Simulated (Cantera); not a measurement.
An isothermal, constant-pressure homogeneous reactor starts with NO : N2 = 1 : 3.1 (molar parts), at 1600 K and 0.276 atm. Integrator tolerance rtol = 1e-08.

Computed with Cantera and GRI-Mech 3.0 (53 species, 325 reactions).

Task: What does this change do: temperature 1600 to 1800 K?

Result: 
| quantity | before | after |
|---|---|---|
| x(NO) at 2.00 s | 0.242 (gas-phase equilibrium 0.00156) | 0.227 (gas-phase equilibrium 0.00333) |
| x(O) at 2.00 s | 1.54e-6 (gas-phase equilibrium 9.60e-6) | 2.52e-5 (gas-phase equilibrium 8.02e-5) |
| x(N2) at 2.00 s | 0.757 (gas-phase equilibrium 0.877) | 0.765 (gas-phase equilibrium 0.876) |
| x(N2O) at 2.00 s | 2.06e-5 (gas-phase equilibrium 5.19e-8) | 2.07e-5 (gas-phase equilibrium 1.07e-7) |
| x(NO2) at 2.00 s | 5.66e-5 (gas-phase equilibrium 2.51e-6) | 6.71e-5 (gas-phase equilibrium 3.34e-6) |
| x(O2) at 2.00 s | 0.00100 (gas-phase equilibrium 0.121) | 0.00840 (gas-phase equilibrium 0.120) |
